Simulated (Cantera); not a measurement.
## Catalytic combustion on Pt

An isothermal plug-flow reactor at 1200 K and 3.40 bar (inlet), inlet velocity 0.25 m/s, active area per volume 980 1/m; feed CH4 : O2 : N2 = 0.0063 : 0.17 : 0.79 (molar parts).

Computed with Cantera and Deutschmann's 1995 Pt surface mechanism with GRI-Mech 3.0 gas chemistry. Catalytic surfaces can have several steady states; this one follows from the mechanism file's or the stated starting coverage. Mass transfer to the wall is taken as infinitely fast.

```tsv
z (m)	x CH4	x O2	x H2O	x CO2	x CO	θ free Pt	θ O*	θ OH*
0.0003	0.00512	0.173	0.00274	0.00134	5.24e-6	0.300	0.699	0.00112
0.00064	0.00381	0.171	0.00521	0.00254	4.78e-6	0.300	0.698	0.00153
0.0014	0.00178	0.167	0.00911	0.00442	5.87e-6	0.301	0.697	0.00202
0.003	0.000337	0.164	0.0122	0.00600	1.55e-6	0.302	0.696	0.00233
0.0064	1.05e-5	0.163	0.0129	0.00644	1.40e-7	0.302	0.696	0.00240
0.014	5.18e-9	0.163	0.0130	0.00650	2.08e-8	0.302	0.696	0.00241
0.03	9.84e-11	0.163	0.0130	0.00651	1.81e-9	0.302	0.696	0.00241
```
x: gas mole fraction; θ: surface coverage.
